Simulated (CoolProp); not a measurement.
The numbers come from the reference Helmholtz-energy equation of state, Lemmon 2009 in CoolProp.

For propane, give the phase and the Z, cp (kJ/(kg K)), expansivity (1/kK), fugacity coefficient at 162.45 °C and 2.59 MPa; 215.15 °C and 2.59 MPa; 267.85 °C and 2.59 MPa.


- 162.45 °C and 2.59 MPa: gas; Z 0.871, cp 2.48, expansivity 3.60, fugacity coefficient 0.882
- 215.15 °C and 2.59 MPa: gas; Z 0.917, cp 2.62, expansivity 2.77, fugacity coefficient 0.921
- 267.85 °C and 2.59 MPa: gas; Z 0.945, cp 2.79, expansivity 2.30, fugacity coefficient 0.946
